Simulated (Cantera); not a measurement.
## Thermodynamics of titanium nitride, carbide and oxide coatings, feed Ti + O2

Input: 1 mol Ti, 11 mol O2, held at 0.230 bar.

Cantera equilibrium calculation (NASA polynomials, part measured and part estimated; ideal gas, pure solids and liquids). Candidate condensed phases: Ti, TiO, TiO2, Ti2O3, Ti3O5, Ti4O7; 6 gas species. Equilibrium is a limit: real reactors are often held back by kinetics, nucleation or transport.

```tsv
T (K)	x O2	x O	x TiO2	x O3	n TiO2(rutile)	n TiO2(l)
1298	1.00	3.56e-7	<1e-12	2.48e-10	1.00	0
1398	1.000	1.91e-6	<1e-12	6.44e-10	1.00	0
1498	1.000	8.23e-6	4.07e-12	1.47e-9	1.00	0
1598	1.000	2.95e-5	9.02e-11	3.05e-9	1.00	0
1698	1.000	9.12e-5	1.37e-9	5.80e-9	1.00	0
1798	1.000	0.000249	1.53e-8	1.03e-8	1.00	0
1898	0.999	0.000611	1.32e-7	1.72e-8	1.000	0
1998	0.999	0.00137	9.06e-7	2.75e-8	1.000	0
2098	0.997	0.00285	5.15e-6	4.21e-8	1.000	0
2198	0.994	0.00555	2.21e-5	6.20e-8	0	1.000
```
x: gas mole fraction; n: condensed amount in mol.

From 1298 K to 2098 K the condensed part is TiO2(rutile). At 2198 K the condensed part is TiO2(l).
